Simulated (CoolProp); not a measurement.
Vapour pressure (bar) of oxygen: the reference equation beside estimates from Tc = -118.6 °C, pc = 50.46 bar, ω = 0.022. Clausius-Clapeyron is anchored at -148.65 °C with a constant enthalpy of vaporisation of 5.283 kJ/mol.

Values from CoolProp's reference Helmholtz-energy equation of state, Schmidt 1985.

```tsv
T (°C)	reference	Lee-Kesler	Clausius-Clapeyron	van der Waals	Redlich-Kwong	Soave-Redlich-Kwong	Peng-Robinson
-155.65	8.817	8.825	9.703	15.20	8.519	8.875	8.854
-153.35	10.10	10.11	10.76	16.67	9.850	10.19	10.15
-150.95	11.59	11.60	11.95	18.29	11.39	11.70	11.64
-148.65	13.15	13.15	13.15	19.95	13.01	13.29	13.21
-146.35	14.86	14.86	14.43	21.69	14.78	15.03	14.93
-144.05	16.72	16.71	15.77	23.52	16.71	16.92	16.81
-141.65	18.83	18.82	17.25	25.54	18.90	19.07	18.94
-139.35	21.03	21.01	18.75	27.56	21.17	21.31	21.16
-137.05	23.41	23.38	20.32	29.69	23.62	23.72	23.56
-134.65	26.09	26.06	22.03	32.01	26.38	26.44	26.26
-132.35	28.87	28.82	23.74	34.34	29.21	29.23	29.06
-130.05	31.85	31.81	25.53	36.77	32.23	32.23	32.06
-127.75	35.05	35.02	27.39	39.30	35.46	35.44	35.27
-125.35	38.65	38.62	29.40	42.05	39.04	39.01	38.87
-123.05	42.35	42.35	31.40	44.79	42.69	42.66	42.55
```

Absolute difference from the reference over all 15 rows, mean and median: Lee-Kesler 0.1 and 0.1 %, Clausius-Clapeyron 12.4 and 10.8 %, van der Waals 34.1 and 31.1 %, Redlich-Kwong 1.2 and 1.1 %, Soave-Redlich-Kwong 1.1 and 1.1 %, Peng-Robinson 0.6 and 0.6 %.
